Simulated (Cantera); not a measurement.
Mixture: CH4 : CO : O2 : N2 : CO2 = 1 : 0.29 : 1.53 : 5.76 : 0.38 (molar parts), at 2.17 atm, adiabatic and at constant volume. Ignition delay is the time to a rise of 400 K.

Computed with Cantera and GRI-Mech 3.0 (53 species, 325 reactions).

### Question
What does this change do: O2 1.53 to 0.87 parts?

### Answer
| quantity | before | after |
|---|---|---|
| delay at 1173 K | 53.8 ms | 0.140 s |
| delay at 1373 K | 3.48 ms | 8.39 ms |
| delay at 1573 K | 0.378 ms | 0.784 ms |
| delay at 1773 K | 70.5 µs | 0.125 ms |
| apparent activation energy between 1673 and 1873 K | 190 kJ/mol | 200 kJ/mol |

### Question
What does this change do: 0.62 parts H2O added?

### Answer
```json
[
 {"quantity": "delay at 1173 K", "before": "53.8 ms", "after": "59.5 ms"},
 {"quantity": "delay at 1373 K", "before": "3.48 ms", "after": "4.06 ms"},
 {"quantity": "delay at 1573 K", "before": "0.378 ms", "after": "0.428 ms"},
 {"quantity": "delay at 1773 K", "before": "70.5 µs", "after": "74.3 µs"},
 {"quantity": "apparent activation energy between 1673 and 1873 K", "before": "190 kJ/mol", "after": "190 kJ/mol"}
]
```
